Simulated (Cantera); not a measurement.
A freely propagating, adiabatic, planar premixed flame of 37.1 % H2, 10.9 % O2, 52.0 % N2, equivalence ratio 1.7, unburnt at 350 K and 4.93 atm; mixture-averaged transport, grid criteria slope 0.08 and curve 0.16, no radiation.

Model: the H2/O2 subset of GRI-Mech 3.0, which has no nitrogen chemistry, integrated in Cantera. The hydrogen kinetics of GRI-Mech 3.0 are dated; newer H2 mechanisms differ, most at raised pressure. Burning velocities carry a grid error of a few per cent, more on coarse grids.

x: mole fraction of selected species; z is measured from the peak of heat release.

```
z (mm)   T (K)  u (m/s)   x H2      x O2    x H2O    x H2O2      x H    x O
-------  -----  -------  -----  --------  -------  --------  -------  -----
-0.146     350     2.72  0.371     0.109    <1e-8     <1e-8    <1e-8  <1e-8
-0.0972    350     2.72  0.371     0.109  1.58e-7     <1e-8    <1e-8  <1e-8
-0.0729    350     2.72  0.371     0.109  1.61e-6   1.27e-8    <1e-8  <1e-8
-0.0486    354     2.74  0.368     0.110  4.25e-5   4.22e-7    <1e-8      …
-0.0243    456     3.42  0.344     0.112  0.00483   5.59e-5  9.69e-6      …
-0.0122    788     5.73  0.303     0.101   0.0369  0.000131  0.00172      …
0         1183     8.43  0.251    0.0749   0.0965   4.84e-5   0.0103      …
0.0122    1460     10.3  0.203    0.0426    0.159   6.60e-6   0.0219      …
0.0243    1620     11.4  0.173    0.0196    0.201   2.24e-6   0.0293      …
0.0486    1760     12.4  0.154   0.00359    0.232   9.92e-7   0.0304      …
0.0972    1857     13.0  0.155  0.000368    0.240   4.58e-7   0.0230      …
0.194     1930     13.4  0.159   9.61e-5    0.242   2.11e-7   0.0146      …
0.389     1980     13.7  0.163   3.35e-5    0.244   8.84e-8  0.00845      …
```

### Question
Some entries are withheld; supply them.

### Answer

- -0.0486, x O: 5.70e-8
- -0.0243, x O: 5.54e-6
- -0.0122, x O: 0.000151
- 0, x O: 0.000873
- 0.0122, x O: 0.00164
- 0.0243, x O: 0.00147
- 0.0486, x O: 0.000689
- 0.0972, x O: 0.000309
- 0.194, x O: 0.000133
- 0.389, x O: 4.65e-5
